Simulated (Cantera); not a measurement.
A freely propagating, adiabatic, planar premixed flame of H₂ : O₂ : N₂ : H₂O = 1 : 0.588 : 2.21 : 0.68 (molar parts), equivalence ratio 0.85, unburnt at 425 K and 0.350 bar; mixture-averaged transport, grid criteria slope 0.08 and curve 0.16, no radiation.

Detailed kinetics in Cantera: the H2/O2 subset of GRI-Mech 3.0, which has no nitrogen chemistry. Burning velocities carry a grid error of a few per cent, more on coarse grids.

x: mole fraction of selected species; z is measured from the peak of heat release.

```tsv
z (mm)	T (K)	u (m/s)	x H₂	x O₂	x H₂O	x OH	x H	x O
-4.06	425	2.25	0.223	0.131	0.152	<1e-8	<1e-8	<1e-8
-2.71	425	2.25	0.223	0.131	0.152	<1e-8	<1e-8	<1e-8
-2.03	425	2.25	0.223	0.131	0.152	<1e-8	<1e-8	<1e-8
-1.35	425	2.25	0.222	0.131	0.152	<1e-8	<1e-8	<1e-8
-0.677	439	2.30	0.212	0.133	0.155	4.39e-6	3.29e-6	1.09e-6
-0.338	___	3.18	0.180	0.130	0.176	0.000505	0.00109	7.60e-5
0	___	4.98	0.118	0.106	0.237	0.00123	0.0112	0.00151
0.338	___	6.30	0.0582	0.0666	0.311	0.00427	0.0237	0.00505
0.677	___	7.01	0.0341	0.0461	0.346	0.00735	0.0250	0.00635
1.35	1582	7.67	0.0262	0.0375	0.364	0.00957	0.0182	0.00570
2.71	1713	8.25	0.0215	0.0331	0.377	0.0102	0.0108	0.00414
5.41	1820	8.70	0.0157	0.0295	0.389	0.00958	0.00558	0.00265
10.8	1900	9.03	0.0100	0.0267	0.400	0.00808	0.00247	0.00150
```

Task: Fill in the missing entries.

Result: 
- -0.338, T (K): 624
- 0, T (K): 1003
- 0.338, T (K): 1284
- 0.677, T (K): 1435
